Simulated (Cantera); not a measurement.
A perfectly stirred reactor is fed with NH₃ : H₂ = 1 : 2.6 (molar parts), at 760 Torr; it is held at 2298 K, and followed from long to short residence time.

Detailed kinetics in Cantera: the gas-phase N/H chemistry of the illustrative SiF4/NH3 mechanism in the Surface Chemkin manual (1991). Walls and surfaces, which speed up NH3 decomposition in real reactors, are not modelled.

x: mole fraction; the columns are a selection and need not sum to one.

```
τ (s)       x NH₃   x H₂     x NH₂      x H   x N₂H₂
-------  --------  -----  --------  -------  -------
3.4      0.000534  0.883   1.71e-5  0.00891  1.54e-9
0.78      0.00118  0.882   3.65e-5  0.00865  6.82e-9
0.17      0.00316  0.882   8.57e-5  0.00757  3.40e-8
0.039           …  0.879         …        …        …
0.0088     0.0555  0.854  0.000603  0.00294  8.19e-7
0.0020      0.148  0.799   0.00116  0.00198  2.39e-6
0.00045         …  0.747   0.00154        …        …
0.00010     0.267  0.726   0.00154  0.00133  3.53e-6
```

Complete the blanks.


- 0.039, x NH₃: 0.0130
- 0.039, x NH₂: 0.000232
- 0.039, x H: 0.00497
- 0.039, x N₂H₂: 1.79e-7
- 0.00045, x NH₃: 0.233
- 0.00045, x H: 0.00157
- 0.00045, x N₂H₂: 3.85e-6
